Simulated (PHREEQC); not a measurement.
0.1 mol of CuF2:2H2O (CuF2:2H2O) is brought to equilibrium with 1 kg of water holding 14 mmol/kgw NaCl, at 26 °C under several pressures of CO2. O2 is buffered at 0.21 atm. Only these solids could form: CuF2:2H2O, Cu(OH)2, Malachite, Atacamite, Halite, Nahcolite, Natron.

Equilibrium calculation in PHREEQC: ion-association model, wateq4f.dat.

```tsv
log pCO2 (atm)	pH	dissolved Cu (mol/kgw)	dissolved F (mol/kgw)	Atacamite (mol)	Malachite (mol)	CO2 (mol/kgw)
-5	4.43	0.0402	0.0854	0.00123	0	3.23e-7
-4.5	4.43	0.0402	0.0854	0.00123	0	1.02e-6
-4	4.43	0.0402	0.0854	0.00123	0	3.23e-6
-3.5	4.43	0.0402	0.0854	0.00123	0	1.02e-5
-3	4.43	0.0402	0.0854	0.00123	0	3.23e-5
-2.5	4.43	0.0402	0.0854	0.00123	0	0.000102
-2	4.43	0.0402	0.0854	0.00122	0	0.000323
-1.5	4.43	0.0403	0.0854	0.00120	0	0.00102
-1	4.42	0.0405	0.0854	0.00113	0	0.00323
-0.5	4.34	0.0413	0.0862	0	0.000902	0.0102
0	4.22	0.0422	0.0883	0	0.000993	0.0323
```

Atacamite from the start (pH 4.43), last present at log pCO2 = -1; Malachite from log pCO2 = -0.5 (pH 4.34).
